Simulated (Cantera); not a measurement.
What does this Cantera script print?

```python
import numpy as np
import cantera as ct

gas = ct.Solution("gri30.yaml")
gas.TPX = 950, 77000, {'CO': 1, 'H2': 1, 'O2': 0.667, 'N2': 5.67}
reactor = ct.IdealGasConstPressureReactor(gas, energy="on", clone=False)
net = ct.ReactorNet([reactor])
net.rtol, net.atol = 1e-08, 1e-16
show = ['CO', 'H2', 'O2', 'NO', 'H', 'NO2', 'HO2']
times = np.geomspace(2e-06, 0.1, 16)

steps = ct.SolutionArray(gas, extra=["t"])
rows = []
print(f"{'t/s':>10s}{'T/K':>9s}{'P/Pa':>11s}" + "".join(f"{s:>11s}" for s in show))
for t in times:
    while net.time < t:
        t_next = net.step()
        steps.append(gas.state, t=t_next)
    rows.append([np.interp(t, steps.t, y) for y in (steps.T, steps.P, *steps(*show).X.T)])
    print(f"{t:10.3e}{rows[-1][0]:9.1f}{rows[-1][1]:11.4g}" + "".join(f"{x:11.3e}" for x in rows[-1][2:]))
rate = np.gradient(steps.T, steps.t)
print("integrator steps:", len(steps.t))
if steps.T.max() > steps.T[0] + 200:
    print(f"time of steepest temperature rise: {steps.t[rate.argmax()]:.4e} s")
gas.TPX = 950, 77000, {'CO': 1, 'H2': 1, 'O2': 0.667, 'N2': 5.67}
gas.equilibrate("HP")
print(f"equilibrium (HP): T = {gas.T:.1f} K  " + "  ".join(f"{s} {gas[s].X[0]:.3e}" for s in show))
```

Output:

```
       t/s      T/K       P/Pa         CO         H2         O2         NO          H        NO2        HO2
 2.000e-06    950.0    7.7e+04  1.199e-01  1.199e-01  8.000e-02  1.592e-26  3.568e-12  7.924e-37  2.684e-12
 4.114e-06    950.0    7.7e+04  1.199e-01  1.199e-01  8.000e-02  7.609e-26  9.513e-12  1.391e-35  5.955e-12
 8.464e-06    950.0    7.7e+04  1.199e-01  1.199e-01  8.000e-02  4.019e-25  2.600e-11  3.164e-34  1.475e-11
 1.741e-05    950.0    7.7e+04  1.199e-01  1.199e-01  8.000e-02  2.373e-24  6.721e-11  9.947e-33  4.390e-11
 3.582e-05    950.0    7.7e+04  1.199e-01  1.199e-01  8.000e-02  1.632e-23  1.622e-10  4.454e-31  1.570e-10
 7.368e-05    950.0    7.7e+04  1.199e-01  1.199e-01  8.000e-02  1.431e-22  3.928e-10  2.991e-29  6.446e-10
 1.516e-04    950.0    7.7e+04  1.199e-01  1.199e-01  8.000e-02  1.757e-21  1.083e-09  3.161e-27  3.048e-09
 3.118e-04    950.0    7.7e+04  1.199e-01  1.199e-01  8.000e-02  4.329e-20  4.516e-09  7.924e-25  1.938e-08
 6.414e-04    950.0    7.7e+04  1.199e-01  1.199e-01  8.000e-02  7.901e-18  5.808e-08  2.685e-21  2.968e-07
 1.320e-03    951.5    7.7e+04  1.199e-01  1.197e-01  7.986e-02  1.357e-12  3.450e-05  2.444e-14  4.123e-05
 2.714e-03   2066.4    7.7e+04  6.604e-02  2.213e-02  1.362e-03  5.467e-05  6.319e-03  1.229e-09  3.370e-07
 5.584e-03   2128.9    7.7e+04  6.536e-02  2.144e-02  1.927e-04  6.545e-05  2.084e-03  1.057e-09  5.041e-08
 1.149e-02   2142.7    7.7e+04  6.535e-02  2.140e-02  4.574e-05  6.917e-05  9.975e-04  9.285e-10  1.097e-08
 2.363e-02   2145.9    7.7e+04  6.537e-02  2.141e-02  2.390e-05  7.128e-05  7.215e-04  8.866e-10  5.420e-09
 4.861e-02   2146.2    7.7e+04  6.537e-02  2.141e-02  2.201e-05  7.403e-05  6.928e-04  9.119e-10  4.961e-09
 1.000e-01   2146.2    7.7e+04  6.538e-02  2.141e-02  2.197e-05  7.905e-05  6.924e-04  9.733e-10  4.953e-09
integrator steps: 1654
time of steepest temperature rise: 1.5873e-03 s
equilibrium (HP): T = 2145.9 K  CO 6.539e-02  H2 2.142e-02  O2 2.188e-05  NO 1.104e-04  H 6.917e-04  NO2 1.357e-09  HO2 4.932e-09
```

Detailed kinetics in Cantera: GRI-Mech 3.0 (53 species, 325 reactions).
